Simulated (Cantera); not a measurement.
Charge: 1 mol Si2Cl6, 0.057 mol HCl, 93 mol H2, 0.41 mol Cl2, held at 1725 K and 1.00 bar.

Cantera equilibrium calculation (NASA polynomials, part measured and part estimated; ideal gas, pure solids and liquids). Candidate condensed phases: Si; 19 gas species. The feed counts by its element totals alone. The tables' values for SiCl3 are old estimates; treat these amounts as uncertain. Gases not in the tables: Si2H6 and higher silanes. Rates play no part.

Base state: H2 0.939, HCl 0.0508, SiCl2 0.00947, SiCl3 0.000353, H 0.000180, SiHCl3 9.45e-5, SiH2Cl2 6.37e-5, SiCl4 2.47e-5 (mole fractions); condensed: Si(l).

**Question.** What changes in the equilibrium state with this change: Si2Cl6 replaced by SiH2Cl2?

**Answer.** 
| species | before | after |
|---|---|---|
| H2 | 0.939 | 0.972 |
| HCl | 0.0508 | 0.0254 |
| SiCl2 | 0.00947 | 0.00228 |
| SiCl4 | 2.47e-5 | 1.43e-6 |
| SiCl3 | 0.000353 | 4.18e-5 |
| SiHCl3 | 9.45e-5 | 1.14e-5 |
| SiH2Cl2 | 6.37e-5 | 1.59e-5 |
| Si(l), mol | 1.03 | 0.773 |
